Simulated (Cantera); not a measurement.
Feed: 1 mol Al, 2.1 mol O2, 50 mol H2, at 2200 K and 0.810 bar.

Method: chemical equilibrium by Gibbs-energy minimisation in Cantera with the NASA 1993 tables (ideal gas, pure condensed phases). Candidate condensed phases: Al, Al2O3, H2O; 19 gas species. Gases not in the tables: Al(OH)3. Kinetics and transport are ignored.

Base state: H2 0.940, H2O 0.0538, H 0.00607, OH 4.84e-5 (mole fractions); condensed: Al2O3(s).

**Question.** What changes in the equilibrium state with this change: pressure from 0.810 bar to 0.230 bar?

**Answer.** 
```json
[
 {"species": "H2", "before": "0.940", "after": "0.935"},
 {"species": "H2O", "before": "0.0538", "after": "0.0536"},
 {"species": "H", "before": "0.00607", "after": "0.0114"},
 {"species": "OH", "before": "4.84e-5", "after": "9.08e-5"},
 {"species": "Al2O3(s), mol", "before": "0.500", "after": "0.500"}
]
```
